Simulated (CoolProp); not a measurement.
Saturation properties of chlorine (Tc = 143.7 °C, pc = 7.642 MPa, ω = 0.070).

The numbers come from the reference Helmholtz-energy equation of state, Thol 2021 in CoolProp.

```json
[
 {"T (°C)": "3.75", "p (MPa)": "___", "liquid density (kg/m³)": "1457", "enthalpy of vaporisation (kJ/kg)": "263.5", "vapour Z": "0.9296"},
 {"T (°C)": "12.95", "p (MPa)": "0.5512", "liquid density (kg/m³)": "1430", "enthalpy of vaporisation (kJ/kg)": "257.0", "vapour Z": "0.9148"},
 {"T (°C)": "22.25", "p (MPa)": "0.7195", "liquid density (kg/m³)": "1401", "enthalpy of vaporisation (kJ/kg)": "250.1", "vapour Z": "0.8981"},
 {"T (°C)": "31.55", "p (MPa)": "0.9228", "liquid density (kg/m³)": "1372", "enthalpy of vaporisation (kJ/kg)": "___", "vapour Z": "0.8797"},
 {"T (°C)": "40.75", "p (MPa)": "1.162", "liquid density (kg/m³)": "1342", "enthalpy of vaporisation (kJ/kg)": "234.9", "vapour Z": "0.8597"},
 {"T (°C)": "50.05", "p (MPa)": "1.447", "liquid density (kg/m³)": "___", "enthalpy of vaporisation (kJ/kg)": "226.4", "vapour Z": "0.8376"},
 {"T (°C)": "59.35", "p (MPa)": "1.779", "liquid density (kg/m³)": "1278", "enthalpy of vaporisation (kJ/kg)": "217.3", "vapour Z": "0.8135"},
 {"T (°C)": "68.55", "p (MPa)": "2.157", "liquid density (kg/m³)": "1244", "enthalpy of vaporisation (kJ/kg)": "207.6", "vapour Z": "0.7876"},
 {"T (°C)": "77.85", "p (MPa)": "2.594", "liquid density (kg/m³)": "___", "enthalpy of vaporisation (kJ/kg)": "___", "vapour Z": "0.7590"},
 {"T (°C)": "87.15", "p (MPa)": "3.089", "liquid density (kg/m³)": "1169", "enthalpy of vaporisation (kJ/kg)": "185.3", "vapour Z": "0.7277"},
 {"T (°C)": "96.35", "p (MPa)": "3.641", "liquid density (kg/m³)": "1127", "enthalpy of vaporisation (kJ/kg)": "172.6", "vapour Z": "0.6935"},
 {"T (°C)": "105.65", "p (MPa)": "4.265", "liquid density (kg/m³)": "1080", "enthalpy of vaporisation (kJ/kg)": "158.2", "vapour Z": "0.6550"},
 {"T (°C)": "114.85", "p (MPa)": "4.952", "liquid density (kg/m³)": "___", "enthalpy of vaporisation (kJ/kg)": "141.8", "vapour Z": "0.6116"},
 {"T (°C)": "124.15", "p (MPa)": "5.723", "liquid density (kg/m³)": "965.5", "enthalpy of vaporisation (kJ/kg)": "122.0", "vapour Z": "0.5595"}
]
```

Q: What belongs in the gaps?

A: 
- 3.75, p (MPa): 0.4155
- 31.55, enthalpy of vaporisation (kJ/kg): 242.7
- 50.05, liquid density (kg/m³): 1311
- 77.85, liquid density (kg/m³): 1208
- 77.85, enthalpy of vaporisation (kJ/kg): 197.0
- 114.85, liquid density (kg/m³): 1028

It boils at -34.0 °C under 1 atm.
